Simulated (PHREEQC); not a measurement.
## Metal-bearing waste water: speciation

Solution (60 °C): 27 mmol/kgw CdCl2, 1.3 mmol/kgw MgSO4, 0.17 mmol/kgw HCl and 0.63 mmol/kgw NaCl. Closed to the air; pH follows from the charge balance.

Computed with PHREEQC (ion-association model, phreeqc.dat).

```yaml
pH: 3.87
ionic_strength: 0.0488 mol/kgw
total_alkalinity: -0.170 meq/kg
```

| species | molality | activity | log γ |
|---|---|---|---|
| Cl- | 0.0359 | 0.0289 | -0.094 |
| CdCl+ | 0.0154 | 0.0125 | -0.091 |
| Cd+2 | 0.00941 | 0.00408 | -0.363 |
| CdCl2 | 0.00167 | 0.00169 | 0.005 |
| Mg+2 | 0.00121 | 0.000560 | -0.333 |
| SO4-2 | 0.000731 | 0.000323 | -0.354 |
| Na+ | 0.000629 | 0.000513 | -0.089 |

This is a speciation only: nothing precipitates in the calculation. At this temperature some constants are extrapolated from 25 °C, and those without enthalpy data are left unchanged.
